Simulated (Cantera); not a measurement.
Mixture: H₂ : O₂ : N₂ = 1 : 0.98 : 5.29 (molar parts), at 8.20 bar, adiabatic and at constant volume. Ignition delay is the time to a rise of 400 K.

Model: GRI-Mech 3.0 (53 species, 325 reactions), integrated in Cantera. The hydrogen kinetics of GRI-Mech 3.0 are dated; newer H2 mechanisms differ, most at raised pressure. Below about 950 K walls govern HO2 and H2O2 in real vessels.

### Question
Predict: delay at 900 K; delay at 1000 K; delay at 1100 K; delay at 1200 K.

### Answer
| Item | Result |
|---|---|
| delay at 900 K | 0.201 s |
| delay at 1000 K | 14.7 ms |
| delay at 1100 K | 1.26 ms |
| delay at 1200 K | 36.7 µs |
